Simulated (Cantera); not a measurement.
Input (Python, Cantera) and output of one run.

```python
import numpy as np
import cantera as ct

gas_names = """
    C CH CH2 CH3 CH2OH CH3O CH4 CH3OH CN CO CO2 COOH C2 C2H CHCO,ketyl C2H2,acetylene C2H2,vinylidene
    CH2CO,ketene C2H3,vinyl CH3CN CH3CO,acetyl C2H4 C2H4O,ethylen CH3CHO,ethanal CH3COOH (HCOOH)2 C2H5
    C2H6 CH3OCH3 C2H5OH CCN CNC C2N2 C2O C3 C3H3,propargyl C3H4,allene C3H4,propyne C3H4,cyclo-
    C3H5,allyl C3H6,propylene C3H6,cyclo- C3H6O C3H7,n-propyl C3H7,i-propyl C3H8 C3H8O,1propanol
    C3H8O,2propanol C3O2 C4 C4H2 C4H4,1,3-cyclo- C4H6,butadiene C4H6,2-butyne C4H6,cyclo- C4H8,1-butene
    C4H8,cis2-buten C4H8,tr2-butene C4H8,isobutene C4H8,cyclo- (CH3COOH)2 C4H9,n-butyl C4H9,i-butyl
    C4H9,s-butyl C4H9,t-butyl C4H10,isobutane C4H10,n-butane C4N2 C5 C5H6,1,3cyclo- C5H8,cyclo-
    C5H10,1-pentene C5H10,cyclo- C5H11,pentyl C5H11,t-pentyl C5H12,n-pentane C5H12,i-pentane
    CH3C(CH3)2CH3 C6H2 C6H5,phenyl C6H5O,phenoxy C6H6 C6H5OH,phenol C6H10,cyclo- C6H12,1-hexene
    C6H12,cyclo- C6H13,n-hexyl C7H7,benzyl C7H8 C7H8O,cresol C7H14,1-heptene C7H15,n-heptyl
    C7H16,n-heptane C8H8,styrene C8H10,ethylbenz C8H16,1-octene C8H17,n-octyl C8H18,isooctane
    C8H18,n-octane C9H19,n-nonyl C10H8,naphthale C10H21,n-decyl C12H9,o-bipheny C12H10,bipheny H HCN HCO
    HCCN HNC HNCO HNO HNO2 HNO3 HO2 H2 HCHO,formaldehy HCOOH H2O H2O2 N NCO NH NH2 NH3 NH2OH NO NO2 NO3
    N2 N2H2 N2H4 N2O O OH O2 O3
""".split()
cond_names = """
    C(gr) C6H6(L) C7H8(L) C8H18(L),n-octa H2O(s) H2O(L)
""".split()


def load(file, names, dense=False):
    # The tables refer to 1 bar. Condensed volumes are neglected.
    table = {s.name: s for s in ct.Species.list_from_file(file)}
    out = []
    for n in names:
        d = dict(table[n].input_data)
        d["thermo"] = dict(d["thermo"], **{"reference-pressure": 1e5})
        if dense:
            d["equation-of-state"] = {"model": "constant-volume", "density": "1e6 g/cm^3"}
        out.append(ct.Species.from_dict(d))
    return out


gas = ct.Solution(thermo="ideal-gas", species=load("nasa_gas.yaml", gas_names))
cond = {s.name: ct.Solution(thermo="fixed-stoichiometry", species=[s], name=s.name)
        for s in load("nasa_condensed.yaml", cond_names, dense=True)}
atoms = {
    'C3H8': {'C': 3, 'H': 8},
    'O2': {'O': 2},
    'N2': {'N': 2},
    'H2O': {'H': 2, 'O': 1},
}
top_T = {'C(gr)': 4500}  # K; cautious upper limits of use, not melting points


def equilibrate(T, P, feed):
    n = {}
    for name, mol in feed.items():
        for a, k in atoms[name].items():
            n[a] = n.get(a, 0.0) + k * mol
    gas.TPX = T, P, n
    mass = sum(n.values()) * gas.mean_molecular_weight
    gas.equilibrate("TP")
    valid = [c for c in cond.values() if c.min_temp <= T <= top_T.get(c.name, c.max_temp)]
    mix = ct.Mixture([(gas, mass / gas.mean_molecular_weight)] + [(c, 0.0) for c in valid])
    mix.T, mix.P = T, P
    mix.equilibrate("TP", solver="vcs", rtol=1e-11, max_steps=5000)
    return mix


results = []
feed = {'C3H8': 1, 'O2': 0.051, 'N2': 0.64, 'H2O': 2.5}  # mol
P = 1333.22  # Pa
for T in [975, 1175, 1375, 1575, 1775, 1975, 2175, 2375, 2575, 2775, 2975]:
    mix = equilibrate(T, P, feed)
    results.append((T, P, feed, dict(zip(mix.species_names, mix.species_moles))))
    x = sorted(zip(gas.X, gas.species_names), reverse=True)
    print(f"T = {T:g} K  P = {P:g} Pa  gas = {mix.phase_moles(0):.4g} mol")
    print("   x: " + "  ".join(f"{s} {v:.3e}" for v, s in x if v > 1e-06))
    print("   condensed (mol): " + ("  ".join(f"{mix.phase(i).name} {mix.phase_moles(i):.4g}"
          for i in range(1, mix.n_phases) if mix.phase_moles(i) > 1e-12) or "none"))
```

Output:

```
T = 975 K  P = 1333.22 Pa  gas = 9.712 mol
   x: H2 6.663e-01  CO 2.647e-01  N2 6.589e-02  H2O 1.413e-03  CO2 8.972e-04  CH4 7.438e-04  NH3 1.284e-06
   condensed (mol): C(gr) 0.4132
T = 1175 K  P = 1333.22 Pa  gas = 9.74 mol
   x: H2 6.670e-01  CO 2.670e-01  N2 6.570e-02  CH4 1.136e-04  H2O 8.232e-05  CO2 2.575e-05  HCN 1.176e-05
   condensed (mol): C(gr) 0.3978
T = 1375 K  P = 1333.22 Pa  gas = 9.742 mol
   x: H2 6.671e-01  CO 2.671e-01  N2 6.565e-02  HCN 8.448e-05  CH4 2.953e-05  H 2.424e-05  H2O 1.093e-05  CO2 2.116e-06  C2H2,acetylene 1.186e-06
   condensed (mol): C(gr) 0.397
T = 1575 K  P = 1333.22 Pa  gas = 9.743 mol
   x: H2 6.668e-01  CO 2.671e-01  N2 6.550e-02  HCN 3.655e-04  H 2.939e-04  C2H2,acetylene 1.407e-05  CH4 1.078e-05  HNC 7.778e-06  H2O 2.436e-06
   condensed (mol): C(gr) 0.394
T = 1775 K  P = 1333.22 Pa  gas = 9.752 mol
   x: H2 6.648e-01  CO 2.668e-01  N2 6.504e-02  H 2.044e-03  HCN 1.128e-03  C2H2,acetylene 9.466e-05  HNC 4.045e-05  CH4 4.933e-06
   condensed (mol): C(gr) 0.3847
T = 1975 K  P = 1333.22 Pa  gas = 9.789 mol
   x: H2 6.573e-01  CO 2.658e-01  N2 6.394e-02  H 9.608e-03  HCN 2.736e-03  C2H2,acetylene 4.269e-04  HNC 1.485e-04  CH4 2.615e-06
   condensed (mol): C(gr) 0.3614
T = 2175 K  P = 1333.22 Pa  gas = 9.909 mol
   x: H2 6.348e-01  CO 2.626e-01  N2 6.163e-02  H 3.368e-02  HCN 5.490e-03  C2H2,acetylene 1.417e-03  HNC 4.176e-04  CN 9.896e-06  C2H 2.427e-06  CH3 1.523e-06  CH4 1.491e-06  C4H2 1.286e-06
   condensed (mol): C(gr) 0.3111
T = 2375 K  P = 1333.22 Pa  gas = 10.22 mol
   x: H2 5.808e-01  CO 2.546e-01  H 9.308e-02  N2 5.747e-02  HCN 9.308e-03  C2H2,acetylene 3.607e-03  HNC 9.366e-04  CN 7.168e-05  C2H 3.137e-05  C4H2 9.204e-06  C3 4.796e-06  CH3 2.478e-06  C 2.044e-06  C2N2 2.027e-06  C2H2,vinylidene 1.799e-06
   condensed (mol): C(gr) 0.2176
T = 2575 K  P = 1333.22 Pa  gas = 10.88 mol
   x: H2 4.791e-01  CO 2.392e-01  H 2.076e-01  N2 5.116e-02  HCN 1.330e-02  C2H2,acetylene 7.043e-03  HNC 1.693e-03  CN 3.696e-04  C2H 2.557e-04  C3 1.156e-04  C4H2 4.287e-05  C 3.396e-05  C2 1.081e-05  C2H2,vinylidene 7.021e-06  C2N2 6.148e-06  CH3 3.127e-06  CH2 2.868e-06  CH 2.761e-06  N 1.124e-06
   condensed (mol): C(gr) 0.06547
T = 2775 K  P = 1333.22 Pa  gas = 12.04 mol
   x: H 3.768e-01  H2 3.376e-01  CO 2.162e-01  N2 4.530e-02  HCN 1.261e-02  C2H2,acetylene 6.229e-03  HNC 1.962e-03  CN 1.151e-03  C2H 8.412e-04  C3 8.103e-04  C 2.909e-04  C2 1.015e-04  C4H2 4.781e-05  CH 1.309e-05  C2H2,vinylidene 1.118e-05  C2N2 9.347e-06  CH2 5.554e-06  N 5.354e-06  C5 4.271e-06  CH3 2.237e-06  C4 1.063e-06
   condensed (mol): none
T = 2975 K  P = 1333.22 Pa  gas = 13.6 mol
   x: H 5.550e-01  H2 1.923e-01  CO 1.914e-01  N2 4.089e-02  HCN 8.360e-03  C2H2,acetylene 2.697e-03  CN 2.432e-03  C3 2.137e-03  HNC 1.546e-03  C 1.473e-03  C2H 1.290e-03  C2 4.386e-04  CH 3.491e-05  N 2.073e-05  C4H2 1.578e-05  C5 8.790e-06  C2N2 8.422e-06  C2H2,vinylidene 8.023e-06  CH2 5.981e-06  C4 3.309e-06  CNC 2.682e-06
   condensed (mol): none
```

These are equilibrium values from Cantera (NASA tables, ideal gas, pure condensed phases), not measurements of a reactor.
